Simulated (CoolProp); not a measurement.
Values from CoolProp's reference Helmholtz-energy equation of state, Thol 2019.

Question: For n-pentane, give the phase and the density (kg/m³), cv (kJ/(kg K)), fugacity coefficient at -3.05 °C and 418 kPa; 151.85 °C and 418 kPa; 255.15 °C and 418 kPa.

Answer: 
- -3.05 °C and 418 kPa: liquid; density 649, cv 1.64, fugacity coefficient 0.0511
- 151.85 °C and 418 kPa: gas; density 9.10, cv 2.13, fugacity coefficient 0.941
- 255.15 °C and 418 kPa: gas; density 7.07, cv 2.53, fugacity coefficient 0.972
